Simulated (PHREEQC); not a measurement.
Solution (20 °C and 500 atm): 0.62 mol/kgw NH3 and 0.13 mol/kgw K2SO4. Closed to the air; pH follows from the charge balance.

The numbers come from PHREEQC with the ion-association model, phreeqc.dat.

Each row changes one thing in this solution. Precipitation was switched off in this run.

```csv
case,pH,ionic strength (mol/kgw),K+ (mol/kgw),SO4-2 (mol/kgw),KSO4- (mol/kgw)
as made,11.70,0.337,0.231,0.0998,0.0288
NH3 from 0.62 to 0.31 mol/kgw,11.54,0.335,0.231,0.100,0.0289
NH3 left out,7.15,0.332,0.231,0.101,0.0292
diluted 2-fold with water,11.52,0.178,0.120,0.0540,0.0103
temperature from 20 to 75 °C,10.21,0.296,0.210,0.0791,0.0498
diluted 10-fold with water,11.13,0.0389,0.0252,0.0121,0.000783
NH3 from 0.62 to 0.558 mol/kgw,11.68,0.337,0.231,0.0998,0.0288
temperature from 20 to 90 °C,9.90,0.287,0.206,0.0750,0.0540
```

Under pressure, the constants of complexes without a molar volume in the database are unreliable. Constants without temperature data keep their 25 °C values here.
